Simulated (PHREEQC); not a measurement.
Solution A (0.00098 mol/kgw CdBr2) is mixed with solution B (0.01 mol/kgw TMAH) at 25 °C; shares are by mass of water, 1 kg in all. O2 is buffered at 0.21 atm. The system is closed to CO2. The run lets Cd(OH)2 precipitate or redissolve, and no other solid.

Model: ion-association model, wateq4f.dat, run in PHREEQC.

```csv
share of solution B,pH,Cd(OH)2 (mol),Cd in solution (mol/kgw),Cd+2 (mol/kgw),CdBr+ (mol/kgw)
0,6.60,0,0.000980,0.000808,0.000171
0.1,8.62,0.000493,0.000389,0.000314,6.47e-5
0.2,10.61,0.000784,3.34e-7,3.23e-8,6.14e-9
0.3,11.19,___,2.32e-7,2.42e-9,3.87e-10
0.4,11.42,0.000588,2.22e-7,___,1.12e-10
0.5,11.57,0.000490,2.20e-7,4.37e-10,4.68e-11
0.6,___,0.000392,2.20e-7,2.70e-10,2.25e-11
0.7,11.77,0.000294,2.21e-7,___,1.13e-11
0.8,11.84,0.000196,2.22e-7,1.36e-10,5.43e-12
0.9,11.90,9.78e-5,2.24e-7,1.05e-10,___
1,11.95,0,0,0,0
```

Task: Complete the blanks.

Result: 
- 0.3, Cd(OH)2 (mol): 0.000686
- 0.4, Cd+2 (mol/kgw): 8.48e-10
- 0.6, pH: 11.68
- 0.7, Cd+2 (mol/kgw): 1.85e-10
- 0.9, CdBr+ (mol/kgw): 2.05e-12

(CH3)4N+ isn't in the database: it is added as a free cation with an ion size of 4 Å.
